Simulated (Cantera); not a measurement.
Input (Python, Cantera) and output of one run.

```python
import numpy as np
import cantera as ct

gas_names = [...]  # 113 gases of nasa_gas.yaml made of C, H, O, Ti
cond_names = """
    C(gr) C6H6(L) C7H8(L) C8H18(L),n-octa H2O(s) H2O(L) Ti(a) Ti(b) Ti(L) TiC(s) TiC(L) TiO(a) TiO(b)
    TiO(L) TiO2(ru) TiO2(L) Ti2O3(a) Ti2O3(b) Ti2O3(L) Ti3O5(a) Ti3O5(b) Ti3O5(L) Ti4O7(s) Ti4O7(L)
""".split()


# ... load() reads the species with a 1 bar reference pressure and builds the phases ...
atoms = {
    'Ti(OiPr)4': {'Ti': 1, 'C': 12, 'H': 28, 'O': 4},
    'C3H8': {'C': 3, 'H': 8},
}
top_T = {'C(gr)': 4500}  # K; cautious upper limits of use, not melting points


# ... equilibrate(T, P, feed) seeds the gas with the atoms and calls Mixture.equilibrate('TP', solver="vcs", rtol=1e-11, max_steps=5000) ...
results = []
feed = {'Ti(OiPr)4': 1, 'C3H8': 0.081}  # mol
P = 4500  # Pa
for T in [1848, 1873, 1898, 1923, 1948, 1973, 1998, 2023, 2048, 2073, 2098, 2123, 2148, 2173]:
    mix = equilibrate(T, P, feed)
    results.append((T, P, feed, dict(zip(mix.species_names, mix.species_moles))))

top = {s: max(r[3][s] / sum(r[3][g] for g in gas_names) for r in results) for s in gas_names}
cols = sorted((s for s in top if top[s] > 1e-05), key=lambda s: -top[s])[:7]
seen = [c for c in cond_names if any(r[3].get(c, 0) > 1e-12 for r in results)]
print("log10 of partial pressures in bar; condensed amounts in mol")
print(f"{'T/K':>10s}" + "".join(f"{s[:9]:>10s}" for s in cols + seen))
for T, P, feed, n in results:
    ng = sum(n[g] for g in gas_names)
    print(f"{T:10.4g}" + "".join(f"{np.log10(max(n[s] / ng * P / 1e5, 1e-99)):10.3f}" for s in cols)
          + "".join(f"{n.get(c, 0):10.4g}" for c in seen))
```

Result:

```
log10 of partial pressures in bar; condensed amounts in mol
       T/K        H2        CO         H C2H2,acet       CH4     C(gr)    TiC(s)
      1848    -1.455    -2.008    -4.003    -5.044    -6.091     7.235         1
      1873    -1.455    -2.008    -3.918    -4.961    -6.125     7.234         1
      1898    -1.456    -2.008    -3.835    -4.880    -6.159     7.232         1
      1923    -1.456    -2.009    -3.754    -4.801    -6.191      7.23         1
      1948    -1.456    -2.009    -3.675    -4.725    -6.223     7.227         1
      1973    -1.457    -2.009    -3.598    -4.650    -6.254     7.224         1
      1998    -1.457    -2.009    -3.523    -4.578    -6.285     7.221         1
      2023    -1.458    -2.009    -3.450    -4.507    -6.315     7.217         1
      2048    -1.459    -2.010    -3.379    -4.438    -6.344     7.213         1
      2073    -1.460    -2.010    -3.310    -4.371    -6.373     7.208         1
      2098    -1.461    -2.011    -3.242    -4.306    -6.401     7.202         1
      2123    -1.462    -2.011    -3.176    -4.243    -6.429     7.196         1
      2148    -1.463    -2.011    -3.112    -4.181    -6.457     7.189         1
      2173    -1.465    -2.012    -3.049    -4.121    -6.484      7.18         1
```

Method: chemical equilibrium by Gibbs-energy minimisation in Cantera with the NASA 1993 tables (ideal gas, pure condensed phases). The feed counts by its element totals alone. TiC: taken at fixed stoichiometry.
